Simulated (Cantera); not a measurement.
A closed system holds: 1 mol V₂O₃, 40 mol H₂, 1.9 mol H₂O, equilibrated at 0.0140 bar.

Method: chemical equilibrium by Gibbs-energy minimisation in Cantera with the NASA 1993 tables (ideal gas, pure condensed phases). Candidate condensed phases: H₂O, V, VO, V₂O₃, V₂O₄, V₂O₅; 12 gas species. Condensed phases not in the tables: the oxides between V₂O₃ and V₂O₅ other than VO₂. Kinetics and transport are ignored.

### Question
At 1498 K, list the 3 most abundant gas species with their mole fractions, and the condensed phases.

### Answer
H₂ 0.955, H₂O 0.0453, H 0.000142. Condensed: V₂O₃(s).
